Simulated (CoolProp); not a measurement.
A closed Brayton cycle with carbon dioxide: compressor inlet 313.15 K and 9.4 MPa, high pressure 29.5 MPa, turbine inlet 800 K, compressor efficiency 0.89, turbine efficiency 0.93, recuperator effectiveness 0 (on enthalpy, no pinch check). Each further row changes one setting.

Computed with CoolProp (reference Helmholtz-energy equation of state, Span 1996).

```
case                           thermal efficiency (%)  net work (kJ/kg)  compressor to turbine work  compressor exit (K)  turbine exit (K)
-----------------------------  ----------------------  ----------------  --------------------------  -------------------  ----------------
as stated                                        17.8               114                        0.23                357.3             661.7
turbine inlet 750 K                              17.9               103                        0.25                357.3             616.7
compressor inlet 323.15 K                        17.9              97.7                        0.34                403.5             661.7
high pressure 25.1 MPa                           15.6               102                        0.21                350.3             680.6
recuperator effectiveness 0.5                    25.0               114                        0.23                357.3             661.7
```
